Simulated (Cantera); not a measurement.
A closed system holds: 1 mol CS2, 0.66 mol O2, equilibrated at 2998 K and 75.0 Torr.

Equilibrium computed with Cantera from the NASA thermochemical tables; the gas is ideal and each condensed phase is pure. Candidate condensed phases: C, S; 22 gas species. The numbers say what is thermodynamically allowed, not how fast it happens.

Base state: CO 0.384, S 0.328, S2 0.170, SO 0.101, SO2 0.00655, CO2 0.00466, O 0.00450, S2O 0.000498 (mole fractions); condensed: gas only.

Question: What changes in the equilibrium state with this change: O2 from 0.66 to 0.93 mol?

Answer: 
| species | before | after |
|---|---|---|
| CO | 0.384 | 0.354 |
| S | 0.328 | 0.262 |
| SO | 0.101 | 0.214 |
| S2 | 0.170 | 0.108 |
| SO2 | 0.00655 | 0.0367 |
| O | 0.00450 | 0.0119 |
| CO2 | 0.00466 | 0.0114 |
| O2 | 0.000160 | 0.00113 |
| CS | 3.22e-5 | 8.93e-6 |
| S2O | 0.000498 | 0.000839 |
| COS | 0.000206 | 0.000152 |

Question: What changes in the equilibrium state with this change: 1.5 mol H2O added?

Answer: 
```json
[
 {"species": "CO", "before": "0.384", "after": "0.192"},
 {"species": "H", "before": "0", "after": "0.184"},
 {"species": "SO", "before": "0.101", "after": "0.165"},
 {"species": "S", "before": "0.328", "after": "0.125"},
 {"species": "H2", "before": "0", "after": "0.137"},
 {"species": "H2O", "before": "0", "after": "0.0527"},
 {"species": "OH", "before": "0", "after": "0.0234"},
 {"species": "SH", "before": "0", "after": "0.0180"},
 {"species": "SO2", "before": "0.00655", "after": "0.0456"},
 {"species": "S2", "before": "0.170", "after": "0.0246"},
 {"species": "O", "before": "0.00450", "after": "0.0192"},
 {"species": "H2S", "before": "0", "after": "0.000658"},
 {"species": "CS", "before": "3.22e-5", "after": "1.43e-6"},
 {"species": "O2", "before": "0.000160", "after": "0.00293"},
 {"species": "COS", "before": "0.000206", "after": "3.92e-5"},
 {"species": "CO2", "before": "0.00466", "after": "0.00998"}
]
```
Further candidate phases: C6H6, C7H8, C8H18, H2O, H2SO4.
